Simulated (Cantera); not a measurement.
A diamond (100) surface in a fixed gas of H2 with x(CH4) = 0.0036, x(H) = 0.00025, x(CH3) = 0.00013, at 1298 K; coverages are run to steady state.

Detailed kinetics in Cantera: the Harris–Goodwin 1993 mechanism for the reconstructed diamond (100) surface.

θ: site fractions in the mechanism's names (c6HH fully hydrogenated, c6H* and c6*H radical sites, c6** diradical, c6HM methylated).

```csv
P (Pa),growth (µm/h),θ c6HH,θ c6H*,θ c6*H,θ c6**,θ c6HM
320,0.00161,0.534,0.0388,0.416,0.0115,1.05e-5
660,0.00613,0.534,0.0387,0.415,0.0114,2.19e-5
1300,0.0200,0.535,0.0387,0.414,0.0113,4.43e-5
2700,0.0647,0.535,0.0386,0.414,0.0112,9.51e-5
5600,(withheld),0.535,0.0386,0.414,0.0112,(withheld)
11000,0.464,0.534,0.0386,0.413,0.0111,0.000407
23000,1.23,0.534,0.0385,0.413,0.0110,0.000857
47000,(withheld),0.533,0.0385,0.412,0.0110,(withheld)
```

**Question.** What belongs in the gaps?

**Answer.** 
- 5600, growth (µm/h): 0.187
- 5600, θ c6HM: 0.000203
- 47000, growth (µm/h): 3.27
- 47000, θ c6HM: 0.00173
